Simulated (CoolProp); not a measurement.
The numbers come from the reference Helmholtz-energy equation of state, Lemmon 2005 in CoolProp. It is a short technical equation, of lower accuracy than the large ones.

Question: For 1-butene, give the phase and the density (kg/m³), cv (kJ/(kg K)) at 416.4 K and 3.37 bar.

Answer: 
- 416.4 K and 3.37 bar: gas; density 5.63, cv 1.85
